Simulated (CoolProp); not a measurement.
Properties of n-perfluorobutane along the isotherm 450 K.

Computed with CoolProp (reference Helmholtz-energy equation of state, Gao 2022).

```
p (MPa)          phase  density (kg/m³)  cp (kJ/(kg K))  cv (kJ/(kg K))  Joule-Thomson coefficient (K/MPa)
-------  -------------  ---------------  --------------  --------------  ---------------------------------
0.714              gas            48.26      (withheld)          0.9496                              5.374
1.43               gas            103.7           1.025          0.9546                              5.913
2.14               gas            168.1           1.066          0.9608                              6.466
2.86     supercritical            246.1      (withheld)          0.9685                              6.899
3.57     supercritical            338.4           1.213          0.9770                              6.994
4.29     supercritical            447.5           1.311          0.9849                              6.542
5        supercritical            561.3           1.373          0.9895                              5.444
5.71     supercritical            664.1           1.374          0.9903                              4.119
6.43     supercritical            748.0           1.346          0.9891                         (withheld)
7.14     supercritical            812.5           1.315          0.9874                         (withheld)
7.86     supercritical            864.3           1.288          0.9859                              1.762
8.57     supercritical            905.9           1.266          0.9846                              1.394
9.29     supercritical            941.1           1.249          0.9836                              1.121
10       supercritical            970.8           1.234          0.9827                         (withheld)
```

Question: What belongs in the gaps?

Answer: 
- 0.714, cp (kJ/(kg K)): 0.9985
- 2.86, cp (kJ/(kg K)): 1.127
- 6.43, Joule-Thomson coefficient (K/MPa): 3.037
- 7.14, Joule-Thomson coefficient (K/MPa): 2.288
- 10, Joule-Thomson coefficient (K/MPa): 0.9169
